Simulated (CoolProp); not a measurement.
Nitrogen along the isobar 50.4 bar: fugacity coefficient from the reference equation and from simpler models built on Tc = -147.0 °C, pc = 33.96 bar, ω = 0.037; each cubic takes its own stable root.

Computed with CoolProp (reference Helmholtz-energy equation of state, Span 2000).

```
T (°C)           phase  reference
-------  -------------  ---------
-179.05         liquid     0.1103
-165.15         liquid     0.2469
-151.35         liquid     0.4307
-137.55  supercritical     0.6177
-123.65  supercritical     0.7277
-109.85  supercritical     0.7965
-95.95   supercritical     0.8459
-82.15   supercritical     0.8822
-68.25   supercritical     0.9101
-54.45   supercritical     0.9315
```

How far does each simpler model (van der Waals, Redlich-Kwong) lie from the reference over these 10 states: mean and median of the absolute difference, and the worst?


- van der Waals: mean 15.2 %, median 2.8 %, worst +87.2 % at -179.05 °C and 50.4 bar
- Redlich-Kwong: mean 1.1 %, median 1.0 %, worst +2.0 % at -165.15 °C and 50.4 bar
